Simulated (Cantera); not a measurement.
A freely propagating, adiabatic, planar premixed flame of 6.19 % CH4, 0.600 % C2H6, 19.6 % O2, 73.7 % N2, equivalence ratio 0.74, unburnt at 525 K and 0.230 bar; mixture-averaged transport, grid criteria slope 0.08 and curve 0.16, no radiation.

Model: GRI-Mech 3.0 (53 species, 325 reactions), integrated in Cantera. Burning velocities carry a grid error of a few per cent, more on coarse grids.

### Question
Predict: laminar burning velocity; thermal thickness; peak x(HO2); peak x(CH3).

### Answer
laminar burning velocity: 107 cm/s
thermal thickness: 1.41 mm
peak x(HO2): 0.000167
peak x(CH3): 0.00174
